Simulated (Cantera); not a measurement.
# Pyrogenic steam for wet oxidation

An isothermal, constant-pressure homogeneous reactor starts with 12.9 % H2, 10.8 % O2, 76.3 % N2, equivalence ratio 0.60, at 898 K and 0.250 bar.

Model: the H2/O2 subset of GRI-Mech 3.0, which has no nitrogen chemistry, integrated in Cantera. Below about 950 K walls govern HO2 and H2O2 in real vessels. The temperature is held fixed by assumption; the heat of reaction is taken as removed at once.

| t (s) | x H2 | x O2 | x H2O | x O | x OH | x H2O2 |
|---|---|---|---|---|---|---|
| 8.00e-6 | 0.129 | 0.108 | <1e-12 | <1e-12 | <1e-12 | <1e-12 |
| 4.11e-5 | 0.129 | 0.108 | <1e-12 | <1e-12 | <1e-12 | <1e-12 |
| 0.000211 | 0.129 | 0.108 | 3.82e-11 | 4.56e-12 | 1.17e-12 | <1e-12 |
| 0.00109 | 0.129 | 0.108 | 1.49e-8 | 8.44e-10 | 2.11e-10 | 8.97e-12 |
| 0.00558 | 0.0156 | 0.0534 | 0.121 | 0.000117 | 9.52e-5 | 1.05e-6 |
| 0.0287 | 0.00702 | 0.0493 | 0.130 | 1.09e-6 | 8.09e-7 | 1.16e-5 |
| 0.147 | 0.00649 | 0.0490 | 0.131 | 3.09e-7 | 2.23e-7 | 3.87e-5 |
| 0.757 | 0.00405 | 0.0479 | 0.134 | 2.67e-7 | 2.32e-7 | 4.89e-5 |
| 3.89 | 0.000706 | 0.0463 | 0.137 | 8.40e-8 | 1.45e-7 | 1.19e-5 |
| 20.0 | 3.29e-5 | 0.0460 | 0.138 | 1.64e-9 | 2.73e-8 | 1.34e-7 |
x: mole fraction; the columns are a selection and need not sum to one.

Equilibrium at this temperature and pressure: H2 3.85e-12, O2 0.0460, H2O 0.138, O 2.16e-12, OH 1.42e-8, H2O2 9.75e-12 (gas phase only).
